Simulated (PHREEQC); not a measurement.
# Alkaline etch or developer (model solution)

Dissolve 0.0048 mol/kgw NaOH, 0.013 mol/kgw K2SiO3 and 0.027 mol/kgw K2CO3 at 25 °C. Closed to the air; pH follows from the charge balance.

Model: ion-association model, phreeqc.dat, run in PHREEQC.

Precipitation was switched off in this run.

Estimate the pH.

pH 12.08.

In which forms is Na present?

Na+ 85 %, NaCO3- 15 % of the Na.
